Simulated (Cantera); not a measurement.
An isothermal plug-flow reactor at 1323 K and 2180 Torr (inlet), inlet velocity 3.1 m/s, active area per volume 130 1/m; feed CH4 : O2 : N2 = 0.007 : 0.097 : 0.79 (molar parts), equivalence ratio 0.14.

Detailed kinetics in Cantera: Deutschmann's 1995 Pt surface mechanism with GRI-Mech 3.0 gas chemistry. Catalytic surfaces can have several steady states; this one follows from the mechanism file's or the stated starting coverage. Mass transfer to the wall is taken as infinitely fast.

x: gas mole fraction; θ: surface coverage.

```tsv
z (m)	x CH4	x O2	x H2O	x CO2	x CO	θ free Pt	θ O*	θ OH*
0.00027	0.00778	0.108	0.000102	4.31e-5	7.80e-6	0.467	0.533	0.000335
0.00045	0.00774	0.108	0.000171	7.43e-5	1.04e-5	0.467	0.533	0.000359
0.00076	0.00768	0.108	0.000288	0.000130	1.24e-5	0.467	0.533	0.000398
0.0013	0.00757	0.108	0.000494	0.000229	1.34e-5	0.467	0.532	0.000459
0.0021	0.00740	0.108	0.000804	0.000374	1.37e-5	0.467	0.532	0.000537
0.0035	0.00707	0.107	0.00136	0.000625	1.49e-5	0.467	0.532	0.000655
0.0059	0.00636	0.106	0.00246	0.00107	2.78e-5	0.468	0.531	0.000840
0.0098	…	0.0970	…	…	…	0.478	0.521	…
0.016	…	0.0937	0.0148	0.00731	…	0.474	0.524	0.00195
0.027	8.40e-5	0.0931	0.0154	0.00767	3.92e-6	0.474	0.524	0.00199
```

Problem. Complete the blanks.

Solution. 
- 0.0098, x CH4: 0.00154
- 0.0098, x H2O: 0.0116
- 0.0098, x CO2: 0.00526
- 0.0098, x CO: 0.000363
- 0.0098, θ OH*: 0.00175
- 0.016, x CH4: 0.000313
- 0.016, x CO: 2.15e-5
